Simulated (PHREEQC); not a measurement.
Solution (25 °C and 10 atm): 0.012 mol ZnSO4, 3.6e-05 mol Na2SO4 and 0.0014 mol HCl per kg of water. Closed to the air; pH follows from the charge balance.

Computed with PHREEQC (ion-association model, phreeqc.dat).

```csv
quantity,before,after
pH,3.06,2.92
ionic strength (mol/kgw),0.0329,0.00558
SO4-2 (mol/kgw),0.00747,0.00101
HSO4- (mol/kgw),0.000388,9.34e-5
```

Question: Which change was made?
A. Na2SO4 from 3.6e-05 to 5.4e-05 mol/kgw
B. ZnSO4 left out
C. HCl from 0.0014 to 0.0021 mol/kgw
D. ZnSO4 from 0.012 to 0.0012 mol/kgw
E. Na2SO4 left out

Answer: D, ZnSO4 from 0.012 to 0.0012 mol/kgw

No solid was allowed to form.
